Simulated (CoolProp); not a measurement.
Vapour-liquid equilibrium of R125 (1) + R227EA (2) at 220.9 K; x and y are mole fractions of (1).

Computed with CoolProp (multi-fluid Helmholtz-energy mixture model, Lemmon 2005 and Lemmon 2016; pair parameters Bell 2016).

| x | bubble pressure (bar) | y at the bubble point | dew pressure at overall composition x (bar) | liquid density (mol/L) |
|---|---|---|---|---|
| 0.05 | 0.1904 | 0.212 | 0.1642 | 9.894 |
| 0.2 | 0.2905 | 0.562 | 0.1882 | 10.27 |
| 0.35 | 0.3912 | 0.733 | 0.2204 | 10.67 |
| 0.5 | 0.4913 | 0.835 | 0.2659 | 11.09 |
| 0.65 | 0.5905 | 0.902 | 0.3349 | 11.55 |
| 0.8 | 0.6893 | 0.951 | 0.4517 | 12.03 |
| 0.95 | 0.7887 | 0.989 | 0.6866 | 12.55 |

No azeotrope shows between x = 0.05 and 0.95.

The pair parameters rest on a limited set of measurements; away from them the model extrapolates.
